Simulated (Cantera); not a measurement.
An adiabatic, constant-volume homogeneous reactor starts with 2.48 % CH4, 8.27 % O2, 86.9 % N2, 2.36 % H2O, at 1398 K and 10.0 bar.

Cantera simulation using GRI-Mech 3.0 (53 species, 325 reactions); the numbers are that mechanism's predictions, not measurements.

Problem. Predict: time of steepest temperature rise; temperature at 6.00 s; equilibrium temperature; x(O2) at 6.00 s; x(H2O) at 6.00 s.

Solution. 
```json
{
  "time_of_steepest_temperature_rise": "1.11 ms",
  "temperature at 6.00 s": "2074 K",
  "equilibrium_temperature": "2074 K",
  "x(O2) at 6.00 s": "0.0310 (gas-phase equilibrium 0.0310)",
  "x(H2O) at 6.00 s": "0.0728 (gas-phase equilibrium 0.0728)"
}
```
